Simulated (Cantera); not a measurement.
A freely propagating, adiabatic, planar premixed flame of H₂ : O₂ : N₂ : H₂O = 1 : 0.333 : 1.25 : 0.065 (molar parts), equivalence ratio 1.5, unburnt at 575 K and 6.61 atm; mixture-averaged transport, grid criteria slope 0.08 and curve 0.16, no radiation.

Cantera simulation using the H2/O2 subset of GRI-Mech 3.0, which has no nitrogen chemistry; the numbers are that mechanism's predictions, not measurements. The hydrogen kinetics of GRI-Mech 3.0 are dated; newer H2 mechanisms differ, most at raised pressure. Burning velocities carry a grid error of a few per cent, more on coarse grids.

**Question.** How do the results move with these cheaper or finer settings: unity-Lewis-number transport; multicomponent transport; multicomponent+Soret transport; grid criteria slope 0.5, curve 1; grid criteria slope 0.25, curve 0.5; grid criteria slope 0.03, curve 0.06?

**Answer.** 
```json
[
 {"setting": "as above", "laminar burning velocity": "776 cm/s", "thermal thickness": "0.0372 mm", "peak x(OH)": "0.00987", "peak x(O)": "0.00371", "grid points": "108"},
 {"setting": "unity-Lewis-number transport", "laminar burning velocity": "505 cm/s", "thermal thickness": "0.0351 mm", "peak x(OH)": "0.00986", "peak x(O)": "0.00317", "grid points": "112"},
 {"setting": "multicomponent transport", "laminar burning velocity": "764 cm/s", "thermal thickness": "0.0372 mm", "peak x(OH)": "0.00983", "peak x(O)": "0.00365", "grid points": "108"},
 {"setting": "multicomponent+Soret transport", "laminar burning velocity": "727 cm/s", "thermal thickness": "0.0364 mm", "peak x(OH)": "0.00994", "peak x(O)": "0.00369", "grid points": "108"},
 {"setting": "grid criteria slope 0.5, curve 1", "laminar burning velocity": "833 cm/s", "thermal thickness": "0.0489 mm", "peak x(OH)": "0.0108", "peak x(O)": "0.00366", "grid points": "38"},
 {"setting": "grid criteria slope 0.25, curve 0.5", "laminar burning velocity": "792 cm/s", "thermal thickness": "0.0407 mm", "peak x(OH)": "0.0103", "peak x(O)": "0.00369", "grid points": "49"},
 {"setting": "grid criteria slope 0.03, curve 0.06", "laminar burning velocity": "768 cm/s", "thermal thickness": "0.0361 mm", "peak x(OH)": "0.00966", "peak x(O)": "0.00370", "grid points": "251"}
]
```
Unity Lewis numbers drop preferential diffusion, which matters most where H2 and H carry the flame; Soret adds thermal diffusion.
